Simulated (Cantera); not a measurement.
Cantera run:

```python
import numpy as np
import cantera as ct

gas_names = """
    CL CL2 H HCL H2 Si SiCL SiCL2 SiCL3 SiCL4 SiH SiHCL3 SiH2 SiH2CL2 SiH3 SiH3CL SiH4 Si2 Si3
""".split()
cond_names = """
    Si(cr) Si(L)
""".split()


# ... load() reads the species with a 1 bar reference pressure and builds the phases ...
atoms = {
    'Si': {'Si': 1},
    'Cl2': {'CL': 2},
    'H2': {'H': 2},
}
top_T = {}  # K; cautious upper limits of use, not melting points


# ... equilibrate(T, P, feed) seeds the gas with the atoms and calls Mixture.equilibrate('TP', solver="vcs", rtol=1e-11, max_steps=5000) ...
results = []
feed = {'Si': 1, 'Cl2': 1.9, 'H2': 2.1}  # mol
P = 101325  # Pa
for T in [875, 900, 925, 950, 975, 1000, 1025, 1050, 1075, 1100]:
    mix = equilibrate(T, P, feed)
    results.append((T, P, feed, dict(zip(mix.species_names, mix.species_moles))))
    x = sorted(zip(gas.X, gas.species_names), reverse=True)
    print(f"T = {T:g} K  P = {P:g} Pa  gas = {mix.phase_moles(0):.4g} mol")
    print("   x: " + "  ".join(f"{s} {v:.3e}" for v, s in x if v > 1e-06))
    print("   condensed (mol): " + ("  ".join(f"{mix.phase(i).name} {mix.phase_moles(i):.4g}"
          for i in range(1, mix.n_phases) if mix.phase_moles(i) > 1e-12) or "none"))
```

Output:

```
T = 875 K  P = 101325 Pa  gas = 3 mol
   x: H2 6.612e-01  SiCL4 2.628e-01  SiHCL3 6.864e-02  HCL 5.539e-03  SiH2CL2 1.639e-03  SiCL3 2.316e-04  SiCL2 1.181e-05  SiH3CL 9.426e-06
   condensed (mol): none
T = 900 K  P = 101325 Pa  gas = 3.001 mol
   x: H2 6.597e-01  SiCL4 2.614e-01  SiHCL3 6.972e-02  HCL 7.026e-03  SiH2CL2 1.764e-03  SiCL3 3.547e-04  SiCL2 2.294e-05  SiH3CL 1.088e-05
   condensed (mol): none
T = 925 K  P = 101325 Pa  gas = 3.001 mol
   x: H2 6.580e-01  SiCL4 2.598e-01  SiHCL3 7.094e-02  HCL 8.756e-03  SiH2CL2 1.902e-03  SiCL3 5.322e-04  SiCL2 4.328e-05  SiH3CL 1.260e-05
   condensed (mol): none
T = 950 K  P = 101325 Pa  gas = 3.001 mol
   x: H2 6.561e-01  SiCL4 2.580e-01  SiHCL3 7.228e-02  HCL 1.074e-02  SiH2CL2 2.055e-03  SiCL3 7.834e-04  SiCL2 7.941e-05  SiH3CL 1.460e-05
   condensed (mol): none
T = 975 K  P = 101325 Pa  gas = 3.002 mol
   x: H2 6.539e-01  SiCL4 2.559e-01  SiHCL3 7.369e-02  HCL 1.298e-02  SiH2CL2 2.222e-03  SiCL3 1.132e-03  SiCL2 1.419e-04  SiH3CL 1.693e-05
   condensed (mol): none
T = 1000 K  P = 101325 Pa  gas = 3.003 mol
   x: H2 6.515e-01  SiCL4 2.536e-01  SiHCL3 7.513e-02  HCL 1.550e-02  SiH2CL2 2.401e-03  SiCL3 1.609e-03  SiCL2 2.472e-04  SiH3CL 1.959e-05
   condensed (mol): none
T = 1025 K  P = 101325 Pa  gas = 3.005 mol
   x: H2 6.489e-01  SiCL4 2.510e-01  SiHCL3 7.653e-02  HCL 1.829e-02  SiH2CL2 2.589e-03  SiCL3 2.246e-03  SiCL2 4.197e-04  SiH3CL 2.258e-05
   condensed (mol): none
T = 1050 K  P = 101325 Pa  gas = 3.007 mol
   x: H2 6.460e-01  SiCL4 2.482e-01  SiHCL3 7.780e-02  HCL 2.140e-02  SiCL3 3.085e-03  SiH2CL2 2.780e-03  SiCL2 6.946e-04  SiH3CL 2.586e-05
   condensed (mol): none
T = 1075 K  P = 101325 Pa  gas = 3.01 mol
   x: H2 6.429e-01  SiCL4 2.451e-01  SiHCL3 7.886e-02  HCL 2.483e-02  SiCL3 4.164e-03  SiH2CL2 2.967e-03  SiCL2 1.120e-03  SiH3CL 2.934e-05
   condensed (mol): none
T = 1100 K  P = 101325 Pa  gas = 3.014 mol
   x: H2 6.395e-01  SiCL4 2.418e-01  SiHCL3 7.959e-02  HCL 2.865e-02  SiCL3 5.526e-03  SiH2CL2 3.141e-03  SiCL2 1.758e-03  SiH3CL 3.286e-05
   condensed (mol): none
```

Method: chemical equilibrium by Gibbs-energy minimisation in Cantera with the NASA 1993 tables (ideal gas, pure condensed phases). The tables' values for SiCl3 are old estimates; treat these amounts as uncertain.
